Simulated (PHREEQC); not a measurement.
Synthetic water in mg/L, 55 °C, pH 6.29, pe 9.1: Na 257; K 104; Ca 580; Mg 155; Cl 747; S(6) as SO4 960; Alkalinity as HCO3 931; Cu(2) 43.9; Zn 40.9.

Cl is adjusted to close the charge balance.
Valence states are taken as typed.

The numbers come from PHREEQC with the ion-association model, wateq4f.dat.

This is a speciation only: nothing precipitates in the calculation.

Q: Order these Mg species by the share of Mg that they hold, largest first: MgSO4, Mg+2, MgHCO3+.

A: Mg+2 (66 %), MgSO4 (29 %), MgHCO3+ (5.3 %)

The pH is 6.29 and the ionic strength 0.0677 mol/kgw. Examples of supersaturated solids here: Malachite, Atacamite. Others may be too. Species that the database lacks are ignored. Away from 25 °C the constants follow the database's enthalpies or fits; those with neither stay at their 25 °C values. The database's zinc carbonate complexes are estimates, stronger than later reviews accept.
